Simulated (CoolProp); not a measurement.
Vapour-liquid equilibrium of CH3F (R41) (1) + chloromethane (R40) (2) at 0.92 MPa; x and y are mole fractions of (1).

Values from CoolProp's multi-fluid Helmholtz-energy mixture model, Lemmon 2006 and Thol 2014; pair parameters Bell 2016.

**Question.** Give the bubble temperature and the first vapour's composition at x = 0.05, 0.2, 0.5. Is there an azeotrope?

**Answer.** x = 0.05: 307.3 K, y = 0.203; x = 0.2: 288.1 K, y = 0.585; x = 0.5: 265.3 K, y = 0.864. No azeotrope shows between x = 0.05 and 0.95.

The pair parameters rest on a limited set of measurements; away from them the model extrapolates.
